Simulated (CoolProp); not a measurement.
Vapour-liquid equilibrium of carbon monoxide (1) + methane (2) at 0.486 MPa; x and y are mole fractions of (1).

The numbers come from the multi-fluid Helmholtz-energy mixture model, Lemmon 2006 and Setzmann 1991; pair parameters Kunz 2012 in CoolProp.

Give the bubble temperature and the first vapour's composition at x = 0.05, 0.275, 0.575. Is there an azeotrope?

x = 0.05: 129.5 K, y = 0.278; x = 0.275: 113.3 K, y = 0.804; x = 0.575: 104.3 K, y = 0.938. No azeotrope shows between x = 0.05 and 0.95.

Pair parameters are fitted to limited data, so mixtures are less certain than the pure fluids. The gap from Raoult's law changes sign with composition, which may be real or a fault of the pair parameters; it wasn't checked against measurements.
